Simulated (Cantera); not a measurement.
A closed system holds: 1 mol V₂O₃, 21 mol H₂, 0.63 mol H₂O, at 1998.15 K and 0.120 bar.

Equilibrium computed with Cantera from the NASA thermochemical tables; the gas is ideal and each condensed phase is pure. Candidate condensed phases: H₂O, V, VO, V₂O₃, V₂O₄, V₂O₅; 12 gas species. Condensed phases not in the tables: the oxides between V₂O₃ and V₂O₅ other than VO₂. Kinetics and transport are ignored.

Base state: H₂ 0.966, H₂O 0.0290, H 0.00456, VO₂ 0.000108, VO 1.55e-5, OH 1.36e-5 (mole fractions); condensed: V₂O₃(s).

What changes in the equilibrium state with this change: temperature from 1998.15 K to 1325 K?


| species | before | after |
|---|---|---|
| H₂ | 0.966 | 0.971 |
| H₂O | 0.0290 | 0.0291 |
| H | 0.00456 | 4.65e-6 |
| VO₂ | 0.000108 | <1e-9 |
| VO | 1.55e-5 | <1e-9 |
| OH | 1.36e-5 | 2.04e-9 |
| V₂O₃(s), mol | 0.999 | 1.00 |
